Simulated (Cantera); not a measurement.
An adiabatic, constant-volume homogeneous reactor starts with CH4 : O2 : N2 = 1 : 1.82 : 6.84 (molar parts), at 1773 K and 2.07 atm.

Cantera simulation using GRI-Mech 3.0 (53 species, 325 reactions); the numbers are that mechanism's predictions, not measurements. Above 3000 K some thermodynamic fits are extrapolated.

**Question.** Predict: time of steepest temperature rise; temperature at 9.00 s; equilibrium temperature; x(O2) at 9.00 s; x(NO) at 9.00 s; x(HCO) at 9.00 s; x(CO2) at 9.00 s.

**Answer.** 
| Property | Result |
|---|---|
| time of steepest temperature rise | 66.8 µs |
| temperature at 9.00 s | 3065 K |
| equilibrium temperature | 3065 K |
| x(O2) at 9.00 s | 0.0155 (gas-phase equilibrium 0.0155) |
| x(NO) at 9.00 s | 0.0128 (gas-phase equilibrium 0.0128) |
| x(HCO) at 9.00 s | 2.94e-7 (gas-phase equilibrium 2.94e-7) |
| x(CO2) at 9.00 s | 0.0356 (gas-phase equilibrium 0.0356) |
